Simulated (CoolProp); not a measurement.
Saturation properties of cis-2-butene (Tc = 435.8 K, pc = 4.236 MPa, ω = 0.202).

Model: reference Helmholtz-energy equation of state, Lemmon 2005, in CoolProp. It is a short technical equation, of lower accuracy than the large ones.

```tsv
T (K)	p (MPa)	vapour density (kg/m³)	enthalpy of vaporisation (kJ/kg)	liquid cp (kJ/(kg K))	surface tension (mN/m)
264.3	0.06106	1.606	426.2	2.116	18.5
273.3	0.08822	2.262	417.7	2.146	17.3
282.3	0.1241	3.111	408.9	2.179	16.1
291.2	0.1698	4.175	399.9	2.215	14.9
300.2	0.2281	5.517	390.4	2.255	13.8
309.2	0.3007	7.171	380.5	2.298	12.6
318.2	0.3896	9.189	370.1	2.345	11.5
327.2	0.4969	11.63	359.2	2.396	10.4
336.1	0.6233	14.52	347.7	2.453	9.39
345.1	0.7740	18.03	335.4	2.516	8.35
354.1	0.9500	22.20	322.2	2.588	7.33
363.1	1.154	27.19	307.9	2.670	6.33
372.1	1.389	33.17	292.4	2.767	5.37
381	1.654	40.29	275.6	2.884	4.45
```

It boils at 276.9 K under 1 atm.

Surface tension comes from a separate correlation (Mulero 2014).
